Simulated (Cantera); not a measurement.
A diamond (100) surface in a fixed gas of H2 with x(CH4) = 0.0096, x(H) = 0.03, at 1000 K, 128 Torr; coverages are run to steady state.

Computed with Cantera and the Harris–Goodwin 1993 mechanism for the reconstructed diamond (100) surface.

θ: site fractions in the mechanism's names (c6HH fully hydrogenated, c6H* and c6*H radical sites, c6** diradical, c6HM methylated).

| x(CH3) | growth (µm/h) | θ c6HH | θ c6H* | θ c6*H | θ c6** | θ c6HM |
|---|---|---|---|---|---|---|
| 1e-06 | ___ | 0.596 | 0.0194 | 0.374 | 0.00997 | 1.83e-5 |
| 2.9e-06 | ___ | 0.596 | 0.0194 | 0.374 | 0.00997 | 5.31e-5 |
| 8.1e-06 | ___ | 0.596 | 0.0194 | 0.374 | 0.00997 | 0.000148 |
| 2.3e-05 | ___ | 0.596 | 0.0194 | 0.374 | 0.00997 | 0.000421 |
| 6.6e-05 | ___ | 0.596 | 0.0193 | 0.374 | 0.00995 | 0.00121 |
| 0.00019 | ___ | 0.594 | 0.0193 | 0.372 | 0.00991 | 0.00346 |
| 0.00054 | ___ | 0.589 | 0.0191 | 0.369 | 0.00979 | 0.00974 |
| 0.0015 | ___ | 0.575 | 0.0187 | 0.360 | 0.00949 | 0.0264 |
| 0.0044 | ___ | 0.539 | 0.0174 | 0.337 | 0.00866 | 0.0717 |

Task: Complete the blanks.

Result: 
- 1e-06, growth (µm/h): 0.0909
- 2.9e-06, growth (µm/h): 0.264
- 8.1e-06, growth (µm/h): 0.736
- 2.3e-05, growth (µm/h): 2.09
- 6.6e-05, growth (µm/h): 5.99
- 0.00019, growth (µm/h): 17.2
- 0.00054, growth (µm/h): 48.4
- 0.0015, growth (µm/h): 131
- 0.0044, growth (µm/h): 356
